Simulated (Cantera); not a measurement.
Input (Python, Cantera):

```python
import numpy as np
import cantera as ct

gas = ct.Solution("gri30.yaml", transport_model="multicomponent")
show = ['H2', 'NH3', 'NO']

rows = []
print(f"{'T/K':>7s}{'rho':>11s}{'cp':>10s}{'mu':>11s}{'lambda':>11s}{'Pr':>7s}" + "".join(f"{'D_' + s:>11s}" for s in show))
for T in [400, 650, 900, 1150, 1400, 1650, 1900, 2150]:
    gas.TPX = T, 1333, {'H2O': 0.26}
    Pr = gas.cp_mass * gas.viscosity / gas.thermal_conductivity
    D = [gas.mix_diff_coeffs_mole[gas.species_index(s)] for s in show]
    rows.append([gas.density, gas.cp_mass, gas.viscosity, gas.thermal_conductivity, Pr, *D])
    print(f"{T:7g}{gas.density:11.4e}{gas.cp_mass:10.1f}{gas.viscosity:11.4e}"
          f"{gas.thermal_conductivity:11.4e}{Pr:7.3f}" + "".join(f"{d:11.4e}" for d in D))
print("SI units: kg/m3, J/kg/K, Pa s, W/m/K, m2/s")
```

It prints:

```
    T/K        rho        cp         mu     lambda     Pr       D_H2      D_NH3       D_NO
    400 7.2205e-03    1902.2 1.3967e-05 3.6786e-02  0.722 1.1048e-02 2.6660e-03 2.9715e-03
    650 4.4434e-03    2048.7 2.3372e-05 6.7061e-02  0.714 2.6091e-02 7.1821e-03 7.2989e-03
    900 3.2091e-03    2219.6 3.2640e-05 1.0158e-01  0.713 4.5627e-02 1.3650e-02 1.3007e-02
   1150 2.5115e-03    2401.0 4.1530e-05 1.3952e-01  0.715 6.9093e-02 2.1826e-02 1.9900e-02
   1400 2.0630e-03    2565.4 4.9979e-05 1.7896e-01  0.716 9.6135e-02 3.1527e-02 2.7856e-02
   1650 1.7504e-03    2708.2 5.7982e-05 2.1870e-01  0.718 1.2651e-01 4.2614e-02 3.6793e-02
   1900 1.5201e-03    2829.8 6.5556e-05 2.5791e-01  0.719 1.6002e-01 5.4974e-02 4.6655e-02
   2150 1.3434e-03    2931.1 7.2725e-05 2.9596e-01  0.720 1.9653e-01 6.8517e-02 5.7398e-02
SI units: kg/m3, J/kg/K, Pa s, W/m/K, m2/s
```

Computed with Cantera and GRI-Mech 3.0 (53 species, 325 reactions). Polar gases are described roughly by these parameters.
